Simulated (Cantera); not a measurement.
Charge: 1 mol Si2Cl6, a varied amount of NH3, at 6000 Pa.

These are equilibrium values from Cantera (NASA tables, ideal gas, pure condensed phases), not measurements of a reactor. Candidate condensed phases: NH4Cl, Si, Si3N4; 28 gas species. The feed counts by its element totals alone. Mutual solubility and eutectic melting of coexisting phases are not modelled. The tables' values for SiCl3 are old estimates. Equilibrium is a limit: real reactors are often held back by kinetics, nucleation or transport.

Stable condensed phases, one row left out:

```
T in °C \ n(NH3) in mol
         0.22 0.26  0.3 0.36 0.42 0.49 0.57 0.66 0.77  0.9  1.1  1.2  1.4
   1727     A    A    A    A    A    A    A    A    A    A    A    A    A
   1627     A    A    A    A    A    A    A    A    A    A    A    A    A
   1527     A    A    A    A    A    A    A    A    A    A    A    A    A
   1427     A    A    A    A    A    A    A    A    A    A    A    A    A
   1327     A    A    A    A    A    A    A    A    B    B    B    B    B
   1227     B    B    B    B    B    B    B    B    B    B    B    B    B
   1127     B    B    B    B    B    B    B    B    B    B    B    B    B
    927     C    C    C    C    C    C    B    B    B    B    B    B    B
```

A: gas only; B: Si3N4; C: Si + Si3N4.

Question: Give the row for 1027 °C.

Answer: 0.22: Si + Si3N4; 0.26: Si + Si3N4; 0.3: Si + Si3N4; 0.36: Si + Si3N4; 0.42: Si3N4; 0.49: Si3N4; 0.57: Si3N4; 0.66: Si3N4; 0.77: Si3N4; 0.9: Si3N4; 1.1: Si3N4; 1.2: Si3N4; 1.4: Si3N4.
